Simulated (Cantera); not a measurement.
**Pyrogenic steam for wet oxidation**

An isothermal, constant-pressure homogeneous reactor starts with 16.2 % H2, 45.0 % O2, 38.7 % N2, at 800 K and 100.0 Torr.

Detailed kinetics in Cantera: the H2/O2 subset of GRI-Mech 3.0, which has no nitrogen chemistry. Radical loss at walls, strong at low pressure, is not modelled. Below about 950 K walls govern HO2 and H2O2 in real vessels. The temperature is held fixed by assumption; the heat of reaction is taken as removed at once.

| t (s) | x H2 | x O2 | x H | x OH | x H2O |
|---|---|---|---|---|---|
| 2.00e-6 | 0.162 | 0.450 | <1e-12 | <1e-12 | <1e-12 |
| 1.03e-5 | 0.162 | 0.450 | <1e-12 | <1e-12 | <1e-12 |
| 5.28e-5 | 0.162 | 0.450 | <1e-12 | <1e-12 | <1e-12 |
| 0.000271 | 0.162 | 0.450 | 1.31e-12 | <1e-12 | 1.79e-12 |
| 0.00139 | 0.162 | 0.450 | 7.43e-12 | <1e-12 | 5.58e-11 |
| 0.00717 | 0.162 | 0.450 | 1.04e-10 | 6.25e-12 | 2.96e-9 |
| 0.0368 | 0.155 | 0.448 | 0.000487 | 6.58e-5 | 0.00692 |
| 0.189 | 0.109 | 0.434 | 2.65e-9 | 3.51e-10 | 0.0579 |
| 0.973 | 0.109 | 0.434 | 2.99e-9 | 3.99e-10 | 0.0579 |
| 5.00 | 0.108 | 0.434 | 5.65e-9 | 7.94e-10 | 0.0583 |
x: mole fraction; the columns are a selection and need not sum to one.

Equilibrium at this temperature and pressure: H2 <1e-12, O2 0.402, H <1e-12, OH 2.26e-9, H2O 0.176 (gas phase only).
